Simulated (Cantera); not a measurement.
## Premixed flame

A freely propagating, adiabatic, planar premixed flame of 27.9 % H₂, 15.1 % O₂, 56.9 % N₂, equivalence ratio 0.92, unburnt at 500 K and 101000 Pa; mixture-averaged transport, grid criteria slope 0.08 and curve 0.16, no radiation.

Cantera simulation using the H2/O2 subset of GRI-Mech 3.0, which has no nitrogen chemistry; the numbers are that mechanism's predictions, not measurements. Burning velocities carry a grid error of a few per cent, more on coarse grids.

```
z (mm)  T (K)  u (m/s)    x H₂    x O₂     x H₂O      x OH       x O      x H
------  -----  -------  ------  ------  --------  --------  --------  -------
-1.28     500     4.99   0.279   0.151     <1e-8     <1e-8     <1e-8    <1e-8
-0.851    500     4.99   0.279   0.151     <1e-8     <1e-8     <1e-8    <1e-8
-0.638    500     4.99   0.279   0.151     <1e-8     <1e-8     <1e-8    <1e-8
-0.425    500     4.99   0.279   0.151   1.05e-7     <1e-8     <1e-8    <1e-8
-0.213    510     5.06   0.275   0.152  0.000306   1.35e-5   2.47e-6  2.25e-5
-0.106    726     7.01   0.240   0.148    0.0179  0.000878  0.000210  0.00352
0        1191     11.1   0.143   0.112     0.101   0.00321   0.00460   0.0279
0.106    1521     14.0  0.0606  0.0565     0.198   0.00957    0.0115   0.0466
0.213    1682     15.4  0.0411  0.0389     0.228    0.0134    0.0127   0.0439
0.425    1846     16.7  0.0368  0.0328     0.242    0.0160    0.0112   0.0331
0.851    2008     18.0  0.0331  0.0287     0.255    0.0173   0.00852   0.0221
1.70     2158     19.1  0.0274  0.0248     0.269    0.0171   0.00585   0.0133
3.40     2281     20.0  0.0207  0.0213     0.283    0.0154   0.00365  0.00715
```
x: mole fraction of selected species; z is measured from the peak of heat release.

laminar burning velocity: 499 cm/s
thermal thickness: 0.425 mm
peak x(OH): 0.0174
peak x(O): 0.0127
peak x(H): 0.0471
grid points: 124
